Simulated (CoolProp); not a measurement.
Values from CoolProp's reference Helmholtz-energy equation of state, Thol 2018.

Task: For hydrogen chloride, give the phase and the Z, cp (kJ/(kg K)), speed of sound (m/s), Joule-Thomson coefficient (K/MPa) at -62.65 °C and 4.99 MPa; -62.65 °C and 12.5 MPa.

Result: 
- -62.65 °C and 4.99 MPa: liquid; Z 0.0915, cp 1.67, speed of sound 1010, Joule-Thomson coefficient -0.274
- -62.65 °C and 12.5 MPa: liquid; Z 0.227, cp 1.64, speed of sound 1050, Joule-Thomson coefficient -0.291
